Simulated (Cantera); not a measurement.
**CO + O2 + N2 (carbon deposition, reforming and gasification)**

Feed: 1 mol CO, a varied amount of O2, 18 mol N2, held at 2623 K and 0.100 bar.

Method: chemical equilibrium by Gibbs-energy minimisation in Cantera with the NASA 1993 tables (ideal gas, pure condensed phases). Candidate condensed phases: C; 24 gas species. The numbers say what is thermodynamically allowed, not how fast it happens.

From 0.0074 mol O2 to 0.21 mol O2 nothing is condensed. The main C-bearing gas is CO throughout.

| n(O2) (mol) | log p N2 | log p CO | log p CO2 | log p O | log p NO | log p O2 |
|---|---|---|---|---|---|---|
| 0.0074 | -1.02 | -2.28 | -4.32 | -4.79 | -4.87 | -6.41 |
| 0.024 | -1.02 | -2.29 | -3.82 | -4.29 | -4.37 | -5.39 |
| 0.041 | -1.02 | -2.30 | -3.61 | -4.06 | -4.14 | -4.94 |
| 0.058 | -1.02 | -2.31 | -3.47 | -3.91 | -3.99 | -4.65 |
| 0.075 | -1.02 | -2.32 | -3.37 | -3.80 | -3.89 | -4.43 |
| 0.091 | -1.03 | -2.32 | -3.30 | -3.72 | -3.81 | -4.27 |
| 0.11 | -1.03 | -2.33 | -3.23 | -3.65 | -3.73 | -4.12 |
| 0.13 | -1.03 | -2.34 | -3.17 | -3.58 | -3.66 | -3.99 |
| 0.14 | -1.03 | -2.34 | -3.14 | -3.55 | -3.64 | -3.93 |
| 0.16 | -1.03 | -2.35 | -3.10 | -3.50 | -3.58 | -3.82 |
| 0.18 | -1.03 | -2.36 | -3.06 | -3.45 | -3.54 | -3.73 |
| 0.19 | -1.03 | -2.36 | -3.04 | -3.43 | -3.52 | -3.69 |
| 0.21 | -1.03 | -2.37 | -3.01 | -3.39 | -3.48 | -3.61 |
log p: log10 of the partial pressure in bar; nothing condenses.
